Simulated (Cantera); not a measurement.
What does this Cantera script print?

```python
import numpy as np
import cantera as ct

gas = ct.Solution("gri30.yaml")
gas.TPX = 1798, 40000, {'CH4': 1, 'O2': 1.05, 'N2': 3.96}
reactor = ct.IdealGasConstPressureReactor(gas, energy="on", clone=False)
net = ct.ReactorNet([reactor])
net.rtol, net.atol = 1e-08, 1e-16
show = ['CH4', 'O2', 'O', 'CO2', 'C2H', 'H2O2']
times = np.geomspace(4e-06, 0.1, 12)

steps = ct.SolutionArray(gas, extra=["t"])
rows = []
print(f"{'t/s':>10s}{'T/K':>9s}{'P/Pa':>11s}" + "".join(f"{s:>11s}" for s in show))
for t in times:
    while net.time < t:
        t_next = net.step()
        steps.append(gas.state, t=t_next)
    rows.append([np.interp(t, steps.t, y) for y in (steps.T, steps.P, *steps(*show).X.T)])
    print(f"{t:10.3e}{rows[-1][0]:9.1f}{rows[-1][1]:11.4g}" + "".join(f"{x:11.3e}" for x in rows[-1][2:]))
rate = np.gradient(steps.T, steps.t)
print("integrator steps:", len(steps.t))
if steps.T.max() > steps.T[0] + 200:
    print(f"time of steepest temperature rise: {steps.t[rate.argmax()]:.4e} s")
gas.TPX = 1798, 40000, {'CH4': 1, 'O2': 1.05, 'N2': 3.96}
gas.equilibrate("HP")
print(f"equilibrium (HP): T = {gas.T:.1f} K  " + "  ".join(f"{s} {gas[s].X[0]:.3e}" for s in show))
```

Result:

```
       t/s      T/K       P/Pa        CH4         O2          O        CO2        C2H       H2O2
 4.000e-06   1797.9      4e+04  1.664e-01  1.747e-01  2.583e-07  4.549e-10  2.666e-19  6.633e-08
 1.004e-05   1797.6      4e+04  1.663e-01  1.747e-01  3.317e-07  5.170e-09  3.166e-17  2.015e-07
 2.522e-05   1797.1      4e+04  1.661e-01  1.746e-01  5.526e-07  7.106e-08  3.663e-15  4.703e-07
 6.331e-05   1796.3      4e+04  1.653e-01  1.743e-01  1.364e-06  1.344e-06  6.042e-13  8.328e-07
 1.590e-04   1803.4      4e+04  1.581e-01  1.707e-01  7.468e-06  5.043e-05  4.791e-10  3.217e-06
 3.991e-04   2789.4      4e+04  1.097e-06  1.238e-04  3.272e-04  1.720e-02  6.446e-08  1.168e-08
 1.002e-03   2727.3      4e+04  1.940e-12  2.517e-04  6.588e-04  1.736e-02  1.330e-16  1.480e-08
 2.516e-03   2681.8      4e+04  7.221e-13  3.655e-04  9.548e-04  1.749e-02  5.026e-17  1.578e-08
 6.318e-03   2673.0      4e+04  6.259e-13  3.811e-04  9.981e-04  1.747e-02  4.305e-17  1.573e-08
 1.586e-02   2672.3      4e+04  6.289e-13  3.784e-04  9.924e-04  1.745e-02  4.305e-17  1.564e-08
 3.983e-02   2672.2      4e+04  6.291e-13  3.782e-04  9.920e-04  1.745e-02  4.305e-17  1.564e-08
 1.000e-01   2672.2      4e+04  6.291e-13  3.782e-04  9.920e-04  1.745e-02  4.305e-17  1.564e-08
integrator steps: 1747
time of steepest temperature rise: 2.9185e-04 s
equilibrium (HP): T = 2672.2 K  CH4 7.179e-13  O2 3.782e-04  O 9.920e-04  CO2 1.745e-02  C2H 4.605e-17  H2O2 1.564e-08
```

Cantera simulation using GRI-Mech 3.0 (53 species, 325 reactions); the numbers are that mechanism's predictions, not measurements.
